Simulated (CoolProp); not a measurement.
Vapour-liquid equilibrium of n-perfluorobutane (1) + R365MFC (2) at 287.8 K; x and y are mole fractions of (1).

The numbers come from the multi-fluid Helmholtz-energy mixture model, Gao 2022 and Lemmon 2016; pair parameters Bell 2016 in CoolProp.

Problem. Give the bubble pressure and the first vapour's composition at x = 0.125, 0.575, 0.875. Is there an azeotrope?

Solution. x = 0.125: 110.9 kPa, y = 0.691; x = 0.575: 165.7 kPa, y = 0.830; x = 0.875: 183.3 kPa, y = 0.918. No azeotrope shows between x = 0.05 and 0.95.

The pair parameters rest on a limited set of measurements; away from them the model extrapolates. With so large a gap from Raoult's law the liquid may split in two, which this calculation doesn't test in full.
